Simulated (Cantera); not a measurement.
Hydrogen reduction and annealing atmospheres: Al2O3 + H2 + N2

Feed: 1 mol Al2O3, a varied amount of H2, 4.3 mol N2, equilibrated at 2050 K and 82.0 Pa.

These are equilibrium values from Cantera (NASA tables, ideal gas, pure condensed phases), not measurements of a reactor. Candidate condensed phases: Al, AlN, Al2O3, H2O; 35 gas species. The tables' values for AlOH are old estimates; treat these amounts as uncertain. The numbers say what is thermodynamically allowed, not how fast it happens.

```json
[
 {"n(H2) (mol)": "0.66", "x H2": "0.117", "x N2": "0.855", "x H": "0.0271", "x H2O": "0.000626", "x Al": "0.000376", "x Al2O": "3.32e-5", "x AlOH": "2.01e-5", "x OH": "1.58e-5", "n Al2O3(s)": "0.999"},
 {"n(H2) (mol)": "1.1", "x H2": "0.182", "x N2": "0.782", "x H": "0.0338", "x H2O": "0.000823", "x Al": "0.000486", "x Al2O": "4.67e-5", "x AlOH": "2.73e-5", "x OH": "1.67e-5", "n Al2O3(s)": "0.998"},
 {"n(H2) (mol)": "2", "x H2": "0.288", "x N2": "0.668", "x H": "0.0425", "x H2O": "0.00109", "x Al": "0.000633", "x Al2O": "6.64e-5", "x AlOH": "3.74e-5", "x OH": "1.76e-5", "n Al2O3(s)": "0.997"},
 {"n(H2) (mol)": "3.4", "x H2": "0.404", "x N2": "0.544", "x H": "0.0503", "x H2O": "0.00134", "x Al": "0.000769", "x Al2O": "8.61e-5", "x AlOH": "4.73e-5", "x OH": "1.83e-5", "n Al2O3(s)": "0.996"},
 {"n(H2) (mol)": "5.9", "x H2": "0.531", "x N2": "0.409", "x H": "0.0577", "x H2O": "0.00159", "x Al": "0.000901", "x Al2O": "0.000106", "x AlOH": "5.72e-5", "x OH": "1.88e-5", "n Al2O3(s)": "0.994"},
 {"n(H2) (mol)": "10", "x H2": "0.643", "x N2": "0.291", "x H": "0.0635", "x H2O": "0.00178", "x Al": "0.00101", "x Al2O": "0.000123", "x AlOH": "6.53e-5", "x OH": "1.93e-5", "n Al2O3(s)": "0.990"},
 {"n(H2) (mol)": "18", "x H2": "0.742", "x N2": "0.186", "x H": "0.0683", "x H2O": "0.00195", "x Al": "0.00109", "x Al2O": "0.000138", "x AlOH": "7.21e-5", "x OH": "1.96e-5", "n Al2O3(s)": "0.983"},
 {"n(H2) (mol)": "30", "x H2": "0.805", "x N2": "0.121", "x H": "0.0711", "x H2O": "0.00205", "x Al": "0.00115", "x Al2O": "0.000147", "x AlOH": "7.63e-5", "x OH": "1.98e-5", "n Al2O3(s)": "0.973"},
 {"n(H2) (mol)": "52", "x H2": "0.850", "x N2": "0.0735", "x H": "0.0730", "x H2O": "0.00212", "x Al": "0.00118", "x Al2O": "0.000153", "x AlOH": "7.92e-5", "x OH": "1.99e-5", "n Al2O3(s)": "0.953"},
 {"n(H2) (mol)": "90", "x H2": "0.878", "x N2": "0.0438", "x H": "0.0742", "x H2O": "0.00216", "x Al": "0.00121", "x Al2O": "0.000157", "x AlOH": "8.10e-5", "x OH": "2.00e-5", "n Al2O3(s)": "0.920"},
 {"n(H2) (mol)": "160", "x H2": "0.896", "x N2": "0.0252", "x H": "0.0750", "x H2O": "0.00219", "x Al": "0.00122", "x Al2O": "0.000159", "x AlOH": "8.22e-5", "x OH": "2.00e-5", "n Al2O3(s)": "0.859"},
 {"n(H2) (mol)": "270", "x H2": "0.906", "x N2": "0.0151", "x H": "0.0754", "x H2O": "0.00220", "x Al": "0.00123", "x Al2O": "0.000161", "x AlOH": "8.28e-5", "x OH": "2.00e-5", "n Al2O3(s)": "0.764"}
]
```
x: gas mole fraction; n: condensed amount in mol.

From 0.66 mol H2 to 270 mol H2 the condensed part is Al2O3(s). The main Al-bearing gas is Al throughout. The share of Al in condensed phases is highest at 0.66 mol H2 (99.9 %) and lowest at 270 mol H2 (76.4 %).
